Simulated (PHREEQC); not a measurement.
A solution holds 33 mmol/kgw HBr and 8 mmol/kgw MgCl2, at 25 °C. Closed to the air; pH follows from the charge balance.

All values are PHREEQC results (ion-association model, phreeqc.dat), not measurements.

```csv
quantity,before,after
pH,1.55,1.81
ionic strength (mol/kgw),0.0570,0.134
```

Problem. What was changed between the two runs?
A. 0.0059 mol/kgw FeCl2 added
B. 0.041 mol/kgw Na2SO4 added
C. HBr from 0.033 to 0.0033 mol/kgw
D. diluted 5-fold with water
E. diluted 100-fold with water

Solution. B, 0.041 mol/kgw Na2SO4 added

This is a speciation only: nothing precipitates in the calculation.
